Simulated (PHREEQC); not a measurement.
Consider water at 25 °C with 0.18 mol/kgw NH4Br. Closed to the air; pH follows from the charge balance.

Computed with PHREEQC (ion-association model, phreeqc.dat).

Precipitation was switched off in this run.

Task: Estimate the pH, density.

Result: pH 5.13; density 1.007 g/cm³.
